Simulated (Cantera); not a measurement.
## Silicon nitride deposition: SiH4 + N2

Feed: 1 mol SiH4, a varied amount of N2, held at 51.0 Pa.

Method: chemical equilibrium by Gibbs-energy minimisation in Cantera with the NASA 1993 tables (ideal gas, pure condensed phases). Candidate condensed phases: Si, Si3N4; 18 gas species. Kinetics and transport are ignored.

Stable condensed phases:

```
T in K \ n(N2) in mol
         3.3   4 4.9 5.9 7.1 8.6  10  13  15  19  23  27
   2025    A   A   A   B   B   B   B   B   B   B   B   B
   1975    A   A   A   A   A   A   A   B   B   B   B   B
   1925    A   A   A   A   A   A   A   A   A   A   A   B
   1875    A   A   A   A   A   A   A   A   A   A   A   A
   1825    A   A   A   A   A   A   A   A   A   A   A   A
   1775    A   A   A   A   A   A   A   A   A   A   A   A
   1725    A   A   A   A   A   A   A   A   A   A   A   A
   1675    A   A   A   A   A   A   A   A   A   A   A   A
   1625    A   A   A   A   A   A   A   A   A   C   C   C
   1575    C   C   C   C   C   C   C   C   C   C   C   C
   1525    C   C   C   C   C   C   C   C   C   C   C   C
```

A: Si; B: gas only; C: Si3N4.
